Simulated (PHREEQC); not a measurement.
Solution (20 °C): 0.052 mol Al2(SO4)3, 0.001 mol NiCl2 and 0.29 mol HCl per kg of water. It is in equilibrium with CO2 at log p = -1 (atm). Otherwise closed; pH follows from the charge balance.

Computed with PHREEQC (ion-association model, wateq4f.dat).

### Question
The ionic strength comes out as 0.548 mol/kgw. What activity coefficients do AlHSO4+2, AlSO4+, Al+3, SO4-2, Ni+2 get?

### Answer
AlHSO4+2 0.30, AlSO4+ 0.66, Al+3 0.087, SO4-2 0.20, Ni+2 0.30.

Precipitation was switched off in this run.
